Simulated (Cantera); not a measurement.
A perfectly stirred reactor is fed with CH4 : O2 : N2 = 1 : 3.57 : 13.4 (molar parts), equivalence ratio 0.56, at 24000 Pa; it is adiabatic with a 425 K inlet, and is followed from long to short residence time, starting on the burning branch (τ in s: 0.032, 0.015, 0.0071, 0.0034, 0.0016, 0.00075, 0.00035, 0.00017, 7.9e-05, 3.7e-05).

Model: GRI-Mech 3.0 (53 species, 325 reactions), integrated in Cantera.

### Question
What does this change do: 0.2 parts CO2 added?

### Answer
| quantity | before | after |
|---|---|---|
| blow-out, bracketed by the residence times tried | burning at 0.750 ms, out at 0.350 ms | burning at 0.750 ms, out at 0.350 ms |
| x(CH4) at τ = 32.0 ms | 4.05e-5 | 4.34e-5 |
| x(O2) at τ = 32.0 ms | 0.0873 | 0.0865 |
| x(H2O) at τ = 32.0 ms | 0.108 | 0.107 |
| x(NO) at τ = 32.0 ms | 5.93e-6 | 5.03e-6 |
| x(OH) at τ = 32.0 ms | 0.00291 | 0.00274 |
| x(CH4) at τ = 0.750 ms | 0.00139 | 0.00172 |
| x(O2) at τ = 0.750 ms | 0.0997 | 0.101 |
| x(H2O) at τ = 0.750 ms | 0.0985 | 0.0969 |
| x(NO) at τ = 0.750 ms | 1.17e-6 | 8.57e-7 |
| x(OH) at τ = 0.750 ms | 0.00310 | 0.00268 |
